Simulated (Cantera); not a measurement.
Input: 1 mol B, 0.4 mol H₂O, equilibrated at 1227 °C and 17.0 Pa.

These are equilibrium values from Cantera (NASA tables, ideal gas, pure condensed phases), not measurements of a reactor. Rates play no part.

| species | before | after |
|---|---|---|
| H₂ | 0.607 | 0.969 |
| HBO | 0.134 | 0.0237 |
| B₂O₂ | 0.219 | 0.00433 |
| B₂O₃ | 0.0312 | 0.000986 |
| B₃O₃H₃ | 1.04e-5 | 0.000975 |
| B₂O | 1.55e-5 | 1.92e-7 |
| BO | 0.00604 | 7.46e-5 |
| H | 0.00105 | 0.000117 |
| HBO₂ | 0.00210 | 0.000596 |
| H₂O | 5.20e-6 | 1.33e-5 |
| B(s), mol | 0.620 | 0.729 |
| B₂O₃(l), mol | 0 | 0.128 |
Gas species are given as mole fractions.

Question: What was changed between the two runs?
(A) temperature from 1227 °C to 625 °C
(B) pressure from 17.0 Pa to 2200 Pa
(C) temperature from 1227 °C to 1177 °C
(D) pressure from 17.0 Pa to 24000 Pa

Answer: B, pressure from 17.0 Pa to 2200 Pa. Mutual solubility and eutectic melting of coexisting phases are not modelled
